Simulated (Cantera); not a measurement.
A Cantera script and its output.

```python
import numpy as np
import cantera as ct

surf = ct.Interface("diamond.yaml", "diamond_100")
gas, bulk = surf.adjacent["gas"], surf.adjacent["diamond"]
k = surf.kinetics_species_index(bulk.species_names[0])
cover = ["c6HH", "c6H*", "c6*H", "c6**", "c6HM", "c6B"]

rows, drift = [], 0.0
print(f"{'xH':>10s}{'um/h':>11s}" + "".join(f"{s:>11s}" for s in cover))
for v in [0.0001, 0.00022, 0.00049, 0.0011, 0.0024, 0.0052, 0.012, 0.025, 0.056]:
    T, P, xH, xCH3 = 950, 1900, v, 0.00012
    gas.TPX = T, P, {"H": xH, "CH3": xCH3, "CH4": 0.0041, "H2": 1 - xH - xCH3 - 0.0041}
    surf.TP = bulk.TP = T, P
    surf.coverages = "c6H*:0.1, c6HH:0.9"
    surf.advance_coverages(100.0)
    before = surf.coverages
    surf.advance_coverages(100.0)
    drift = max(drift, np.max(np.abs(surf.coverages - before) / (surf.coverages + 1e-9)))
    rate = surf.net_production_rates[k] * bulk.mean_molecular_weight / bulk.density * 3.6e9
    rows.append([rate, *surf[cover].coverages])
    print(f"{v:10.4g}{rate:11.4e}" + "".join(f"{x:11.3e}" for x in rows[-1][1:]))
```

It prints:

```
        xH       um/h       c6HH       c6H*       c6*H       c6**       c6HM        c6B
    0.0001 2.4113e-01  4.873e-01  9.804e-03  2.328e-01  2.599e-03  2.047e-01  6.543e-10
   0.00022 4.1488e-01  5.172e-01  1.088e-02  2.584e-01  3.808e-03  1.606e-01  1.126e-09
   0.00049 6.0610e-01  5.593e-01  1.204e-02  2.859e-01  4.939e-03  1.056e-01  1.645e-09
    0.0011 7.6020e-01  5.961e-01  1.298e-02  3.081e-01  5.773e-03  5.904e-02  2.063e-09
    0.0024 8.5333e-01  6.189e-01  1.355e-02  3.216e-01  6.256e-03  3.039e-02  2.316e-09
    0.0052 9.0346e-01  6.314e-01  1.387e-02  3.289e-01  6.511e-03  1.486e-02  2.452e-09
     0.012 9.3002e-01  6.380e-01  1.405e-02  3.327e-01  6.648e-03  6.627e-03  2.524e-09
     0.025 9.4119e-01  6.407e-01  1.417e-02  3.342e-01  6.708e-03  3.219e-03  2.554e-09
     0.056 9.4748e-01  6.421e-01  1.432e-02  3.349e-01  6.751e-03  1.446e-03  2.571e-09
```

Model: the Harris–Goodwin 1993 mechanism for the reconstructed diamond (100) surface, integrated in Cantera.
